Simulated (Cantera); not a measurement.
Charge: 1 mol FeS₂, 0.18 mol H₂S, 3.7 mol N₂, held at 1327 °C and 190000 Pa.

These are equilibrium values from Cantera (NASA tables, ideal gas, pure condensed phases), not measurements of a reactor. Candidate condensed phases: Fe, FeS, FeS₂, S; 16 gas species. FeS: taken at fixed stoichiometry. The numbers say what is thermodynamically allowed, not how fast it happens.

Base state: N₂ 0.836, S₂ 0.122, H₂S 0.0211, H₂ 0.0190, SH 0.00113, S 3.07e-5 (mole fractions); condensed: FeS(l).

### Question
What changes in the equilibrium state with this change: FeS₂ replaced by FeS?

### Answer
```tsv
species	before	after
N₂	0.836	0.938
H₂	0.0190	0.0323
S₂	0.122	0.0160
H₂S	0.0211	0.0130
S	3.07e-5	1.11e-5
SH	0.00113	0.000535
FeS(l), mol	1.00	1.00
```
